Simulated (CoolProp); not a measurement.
Vapour-liquid equilibrium of R1234yf (1) + R152A (2) at 37.05 °C; x and y are mole fractions of (1).

Computed with CoolProp (multi-fluid Helmholtz-energy mixture model, Lemmon 2022 and Outcalt 1996; pair parameters Bell 2023).

```csv
x,"bubble pressure, mixture model (MPa)","bubble pressure, Raoult's law (MPa)","y, mixture model","y, Raoult's law"
0.05,0.8592,0.8450,0.066,0.056
0.2,0.9035,0.8607,0.236,0.219
0.35,0.9320,0.8764,0.381,0.377
0.5,0.9488,0.8921,0.518,0.529
0.65,0.9561,0.9078,0.654,0.676
0.8,0.9554,0.9234,0.796,0.818
0.95,0.9480,0.9391,0.947,0.955
```

The largest gap from Raoult's law is +6.4 % in bubble pressure, at x = 0.5. y crosses x between x = 0.65 and 0.8: the model has an azeotrope there.

Pair parameters are fitted to limited data, so mixtures are less certain than the pure fluids.
